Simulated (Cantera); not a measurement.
A closed system holds: 1 mol borazine, 0.57 mol O2, a varied amount of H2, held at 7.50 Torr.

These are equilibrium values from Cantera (NASA tables, ideal gas, pure condensed phases), not measurements of a reactor. Candidate condensed phases: B, BN, B2O3, B3O3H3, H2O; 39 gas species. The feed counts by its element totals alone. Mutual solubility and eutectic melting of coexisting phases are not modelled. Rates play no part.

Stable condensed phases, one row left out:

```
T in °C \ n(H2) in mol
         4.1  11  19  26  33  41  48  55
   1275    A   A   A   B   B   B   B   B
   1175    A   A   A   A   A   A   A   A
   1125    A   A   A   A   A   A   A   A
   1075    A   A   A   A   A   A   A   A
   1025    A   A   A   A   A   A   A   A
    975    A   A   A   A   A   A   A   A
    925    A   A   A   A   A   A   A   A
    875    A   A   A   A   A   A   A   A
    825    A   A   A   A   A   A   A   A
    775    A   A   A   A   A   A   A   A
    725    A   A   A   A   A   A   A   A
    675    A   A   A   A   A   A   A   A
```

A: BN + B2O3; B: BN.

Question: Give the row for 1225 °C.

Answer: 4.1: BN + B2O3; 11: BN + B2O3; 19: BN + B2O3; 26: BN + B2O3; 33: BN + B2O3; 41: BN + B2O3; 48: BN; 55: BN.
